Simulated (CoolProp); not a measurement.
The numbers come from the reference Helmholtz-energy equation of state, Gedanitz 2015 in CoolProp.

Question: Give the vapour pressure (kPa), liquid cp (kJ/(kg K)), surface tension (mN/m) of saturated cyclopentane at -6.85, 99.25, 122.85 °C.

Answer: 
| T (°C) | p (kPa) | liquid cp (kJ/(kg K)) | surface tension (mN/m) |
|---|---|---|---|
| -6.85 | 10.1 | 1.67 | 26.5 |
| 99.25 | 409 | 2.22 | 12.1 |
| 122.85 | 692 | 2.37 | 9.33 |

Surface tension comes from a separate correlation (Mulero 2014).
